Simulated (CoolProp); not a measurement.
CF4 (R14) at several states: Z from the reference equation and from simpler models built on Tc = -45.8 °C, pc = 3.762 MPa, ω = 0.178; each cubic takes its own stable root.

Model: reference Helmholtz-energy equation of state, Platzer 1990, in CoolProp. This equation is an older, rougher fit.

```
T (°C)  p (MPa)  phase  reference  Pitzer virial  van der Waals  Redlich-Kwong  Soave-Redlich-Kwong  Peng-Robinson
------  -------  -----  ---------  -------------  -------------  -------------  -------------------  -------------
198.45     0.42    gas     0.9995         0.9987         0.9958         0.9970               0.9998         0.9981
-68.45    0.644    gas     0.9144         0.9165         0.9304         0.9163               0.9136         0.9065
24.15     0.664    gas     0.9752         0.9761         0.9729         0.9730               0.9766         0.9717
-85.15    0.303    gas     0.9496         0.9481         0.9611         0.9512               0.9489         0.9453
102.85   0.0259    gas     0.9997         0.9996         0.9995         0.9995               0.9997         0.9996
```
